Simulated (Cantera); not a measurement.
Input (Python, Cantera):

```python
import numpy as np
import cantera as ct

gas = ct.Solution("gri30.yaml")
gas.TPX = 1973, 8800, {'CH4': 0.023, 'H2': 1}
reactor = ct.IdealGasConstPressureReactor(gas, energy="off", clone=False)
net = ct.ReactorNet([reactor])
net.rtol, net.atol = 1e-08, 1e-18
show = ['CH4', 'H2', 'C2H4', 'C2H6', 'C2H2', 'CH2', 'CH3']
times = np.geomspace(0.0005, 30, 11)

steps = ct.SolutionArray(gas, extra=["t"])
rows = []
print(f"{'t/s':>10s}{'T/K':>9s}{'P/Pa':>11s}" + "".join(f"{s:>11s}" for s in show))
for t in times:
    while net.time < t:
        t_next = net.step()
        steps.append(gas.state, t=t_next)
    rows.append([np.interp(t, steps.t, y) for y in (steps.T, steps.P, *steps(*show).X.T)])
    print(f"{t:10.3e}{rows[-1][0]:9.1f}{rows[-1][1]:11.4g}" + "".join(f"{x:11.3e}" for x in rows[-1][2:]))
rate = np.gradient(steps.T, steps.t)
print("integrator steps:", len(steps.t))
if steps.T.max() > steps.T[0] + 200:
    print(f"time of steepest temperature rise: {steps.t[rate.argmax()]:.4e} s")
gas.TPX = 1973, 8800, {'CH4': 0.023, 'H2': 1}
gas.equilibrate("TP")
print(f"equilibrium (TP): T = {gas.T:.1f} K  " + "  ".join(f"{s} {gas[s].X[0]:.3e}" for s in show))
```

Result:

```
       t/s      T/K       P/Pa        CH4         H2       C2H4       C2H6       C2H2        CH2        CH3
 5.000e-04   1973.0       8800  2.205e-02  9.767e-01  7.621e-06  4.245e-07  3.135e-06  4.205e-07  3.937e-04
 1.502e-03   1973.0       8800  2.096e-02  9.754e-01  5.024e-05  1.894e-06  1.821e-04  2.643e-06  9.972e-04
 4.514e-03   1973.0       8800  1.686e-02  9.760e-01  5.938e-05  2.298e-06  2.034e-03  5.193e-06  1.276e-03
 1.356e-02   1973.0       8800  9.743e-03  9.796e-01  2.535e-05  8.437e-07  5.785e-03  3.717e-06  7.959e-04
 4.076e-02   1973.0       8800  3.985e-03  9.825e-01  9.910e-06  1.515e-07  8.839e-03  1.821e-06  3.450e-04
 1.225e-01   1973.0       8800  1.347e-03  9.838e-01  7.408e-06  1.815e-08  1.024e-02  6.854e-07  1.209e-04
 3.680e-01   1973.0       8800  4.530e-04  9.842e-01  7.299e-06  2.172e-09  1.072e-02  2.400e-07  4.119e-05
 1.106e+00   1973.0       8800  1.976e-04  9.844e-01  7.343e-06  4.947e-10  1.086e-02  1.059e-07  1.803e-05
 3.323e+00   1973.0       8800  1.611e-04  9.844e-01  7.353e-06  3.621e-10  1.087e-02  8.647e-08  1.470e-05
 9.984e+00   1973.0       8800  1.608e-04  9.844e-01  7.353e-06  3.611e-10  1.087e-02  8.629e-08  1.467e-05
 3.000e+01   1973.0       8800  1.608e-04  9.844e-01  7.353e-06  3.611e-10  1.087e-02  8.629e-08  1.467e-05
integrator steps: 953
equilibrium (TP): T = 1973.0 K  CH4 1.608e-04  H2 9.844e-01  C2H4 7.353e-06  C2H6 3.612e-10  C2H2 1.087e-02  CH2 8.632e-08  CH3 1.468e-05
```

Model: GRI-Mech 3.0 (53 species, 325 reactions), integrated in Cantera. GRI-Mech 3.0 stops at C3 and has no aromatics, soot or wall deposition, so with more carbon than oxygen in the feed, carbon stays in small species such as C2H2 where larger ones or solid carbon would form.
